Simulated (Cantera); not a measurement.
Charge: 1 mol Si, 1.4 mol H2O, 160 mol N2, 0.019 mol CO2, equilibrated at 1150 °C.

Method: chemical equilibrium by Gibbs-energy minimisation in Cantera with the NASA 1993 tables (ideal gas, pure condensed phases). Candidate condensed phases: C, C6H6, C7H8, C8H18, H2O, Si, SiC, SiO2, Si2N2O, Si3N4; 151 gas species. N2 is the only nitrogen source here; it is nearly inert below about 1500 K, so the nitride shown seldom forms there in practice. Mutual solubility and eutectic melting of coexisting phases are not modelled. The tables hold silica as quartz up to 1696 K and as liquid above; real silica turns to tridymite and cristobalite and melts near 1996 K. The numbers say what is thermodynamically allowed, not how fast it happens.

Task: What share of the Si ends up in condensed phases as a function of P (Pa), at 0.100, 1.50, 22, 320, 4600, 68000, 1000000?

Result: 
```json
[
 {"P (Pa)": "0.100", "Si condensed (%)": "36.4", "as": "SiO2(β-quartz)"},
 {"P (Pa)": "1.50", "Si condensed (%)": "41.5", "as": "SiO2(β-quartz)"},
 {"P (Pa)": "22", "Si condensed (%)": "41.9", "as": "SiO2(β-quartz)"},
 {"P (Pa)": "320", "Si condensed (%)": "91.4", "as": "SiO2(β-quartz) + Si2N2O(s)"},
 {"P (Pa)": "4600", "Si condensed (%)": "99.8", "as": "SiO2(β-quartz) + Si2N2O(s)"},
 {"P (Pa)": "68000", "Si condensed (%)": "100.0", "as": "SiO2(β-quartz) + Si2N2O(s)"},
 {"P (Pa)": "1000000", "Si condensed (%)": "100.0", "as": "SiO2(β-quartz) + Si2N2O(s)"}
]
```
